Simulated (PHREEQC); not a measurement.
A solution holds 0.046 mol HF, 0.00044 mol (NH4)2SiF6, 0.025 mol H3AsO4 and 0.3 mol HCl per kg of water, at 20 °C. Closed to the air; pH follows from the charge balance.

Equilibrium calculation in PHREEQC: ion-association model, wateq4f.dat.

No solid was allowed to form.

Problem. Order these F species by the share of F that they hold, largest first: H2F2, HF, HF2-, SiF6-2, F-.

Solution. HF (76 %), H2F2 (19 %), SiF6-2 (5.4 %), F- (0.37 %), HF2- (0.11 %)

The pH is 0.63 and the ionic strength 0.302 mol/kgw. wateq4f.dat counts part of the HF as a dimer, H2F2, which phreeqc.dat doesn't know; its constant is uncertain. SiF6-2 is the database's only silicon fluoride.
